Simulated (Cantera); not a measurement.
# Si2Cl6 + Cl2 + H2 (silicon epitaxy and polysilicon growth)

A closed system holds: 1 mol Si2Cl6, 0.024 mol Cl2, 980 mol H2, equilibrated at 800 K and 1 atm.

Equilibrium computed with Cantera from the NASA thermochemical tables; the gas is ideal and each condensed phase is pure. Candidate condensed phases: Si; 19 gas species. The feed counts by its element totals alone. Rates play no part.

| Item | Value |
|---|---|
| x(H2) | 0.998 |
| x(SiHCl3) | 0.00114 |
| x(SiCl4) | 0.000476 |
| x(HCl) | 0.000375 |
| x(SiH2Cl2) | 0.000222 |
| x(SiH3Cl) | 9.93e-6 |
| n(Si(s)) | 0.183 mol |
| gas amount | 981.2 mol |
